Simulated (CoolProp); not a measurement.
Computed with CoolProp (reference Helmholtz-energy equation of state, Eisenbach 2021).

### Question
For propylene glycol, give the phase and the cp (kJ/(kg K)) at 452.2 K and 19.5 bar; 548 K and 1.79 bar.

### Answer
- 452.2 K and 19.5 bar: liquid; cp 3.32
- 548 K and 1.79 bar: gas; cp 2.79
